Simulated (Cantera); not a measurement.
An isothermal, constant-pressure homogeneous reactor starts with 1.72 % CH₄, 98.3 % N₂, at 1923 K and 69.0 Torr.

Cantera simulation using GRI-Mech 3.0 (53 species, 325 reactions); the numbers are that mechanism's predictions, not measurements. GRI-Mech 3.0 stops at C3 and has no aromatics, soot or wall deposition, so with more carbon than oxygen in the feed, carbon stays in small species such as C2H2 where larger ones or solid carbon would form.

Problem. Predict: x(CH₄) at 20.0 s; x(C₂H₂) at 20.0 s; x(C₂H₄) at 20.0 s; x(C₂H) at 20.0 s; x(H₂) at 20.0 s; x(CH₂) at 20.0 s.

Solution. 
- x(CH₄) at 20.0 s = 1.48e-7 (gas-phase equilibrium 2.20e-7)
- x(C₂H₂) at 20.0 s = 0.00840 (gas-phase equilibrium 0.000594)
- x(C₂H₄) at 20.0 s = 2.04e-7 (gas-phase equilibrium 1.44e-8)
- x(C₂H) at 20.0 s = 2.36e-6 (gas-phase equilibrium 1.67e-7)
- x(H₂) at 20.0 s = 0.0252 (gas-phase equilibrium 0.0252)
- x(CH₂) at 20.0 s = 1.41e-9 (gas-phase equilibrium 2.10e-9)
